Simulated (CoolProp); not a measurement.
R404A along the isotherm 57.75 °C: fugacity coefficient from the reference equation and from simpler models built on Tc = 72.1 °C, pc = 3.735 MPa, ω = 0.293; each cubic takes its own stable root.

Model: reference Helmholtz-energy equation of state, Lemmon 2003, in CoolProp. It is a pseudo-pure fit of the blend.

| p (MPa) | phase | reference |
|---|---|---|
| 6.22 | liquid | 0.3529 |
| 9.34 | liquid | 0.2637 |
| 12.4 | liquid | 0.2214 |
| 15.6 | liquid | 0.1965 |
| 18.7 | liquid | 0.1820 |
| 21.8 | liquid | 0.1729 |
| 24.9 | liquid | 0.1675 |
| 28 | liquid | 0.1645 |
| 31.1 | liquid | 0.1634 |
| 34.2 | liquid | 0.1637 |
| 37.3 | liquid | 0.1652 |

How far does each simpler model (van der Waals, Soave-Redlich-Kwong) lie from the reference over these 11 states: mean and median of the absolute difference, and the worst?


- van der Waals: mean 64.6 %, median 63.9 %, worst +106.4 % at 57.75 °C and 37.3 MPa
- Soave-Redlich-Kwong: mean 15.1 %, median 15.6 %, worst +22.0 % at 57.75 °C and 37.3 MPa
